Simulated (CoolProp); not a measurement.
Saturation properties of chlorine.

The numbers come from the reference Helmholtz-energy equation of state, Thol 2021 in CoolProp.

| T (K) | p (MPa) | vapour density (kg/m³) | enthalpy of vaporisation (kJ/kg) | liquid cp (kJ/(kg K)) |
|---|---|---|---|---|
| 216.2 | 0.03255 | 1.299 | 299.6 | 0.9376 |
| 222.8 | … | 1.801 | 296.0 | 0.9378 |
| 229.3 | 0.06415 | 2.432 | 292.5 | … |
| 235.8 | 0.08703 | 3.224 | 288.9 | 0.9398 |
| 242.3 | 0.1159 | 4.203 | 285.2 | … |
| 248.8 | 0.1519 | 5.396 | 281.4 | 0.9444 |
| 255.3 | 0.1959 | 6.832 | 277.5 | 0.9478 |
| 261.9 | 0.2501 | 8.572 | 273.4 | 0.9521 |

**Question.** Fill in the missing entries.

**Answer.** 
- 222.8, p (MPa): 0.04634
- 229.3, liquid cp (kJ/(kg K)): 0.9385
- 242.3, liquid cp (kJ/(kg K)): 0.9417

It boils at 239.2 K under 1 atm.
